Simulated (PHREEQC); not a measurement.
## Leach liquor

Solution (25 °C): 0.072 mol/kgw HCl, 0.064 mol/kgw Al2(SO4)3 and 0.0002 mol/kgw Fe2(SO4)3. Closed to the air; pH follows from the charge balance.

Equilibrium calculation in PHREEQC: ion-association model, wateq4f.dat.

pH: 1.52
ionic strength: 0.284 mol/kgw
total alkalinity: -72.8 meq/kg

| species | molality | activity | log γ |
|---|---|---|---|
| AlSO4+ | 0.0849 | 0.0598 | -0.152 |
| Cl- | 0.0720 | 0.0493 | -0.164 |
| H+ | 0.0384 | 0.0301 | -0.106 |
| HSO4- | 0.0330 | 0.0233 | -0.152 |
| SO4-2 | 0.0310 | 0.00795 | -0.591 |
| Al(SO4)2- | 0.0214 | 0.0150 | -0.152 |
| Al+3 | 0.0212 | 0.00238 | -0.950 |
| AlHSO4+2 | 0.000548 | 0.000160 | -0.535 |
| FeSO4+ | 0.000267 | 0.000191 | -0.145 |
| FeHSO4+2 | 5.29e-5 | 1.54e-5 | -0.535 |
| Fe(SO4)2- | 4.53e-5 | 3.33e-5 | -0.134 |
| Fe+3 | 1.95e-5 | 2.19e-6 | -0.950 |
| FeCl+2 | 1.24e-5 | 3.27e-6 | -0.580 |

This is a speciation only: nothing precipitates in the calculation. The solution is supersaturated, for example in Hematite (slow to form), so a real one may precipitate; this is no full list.
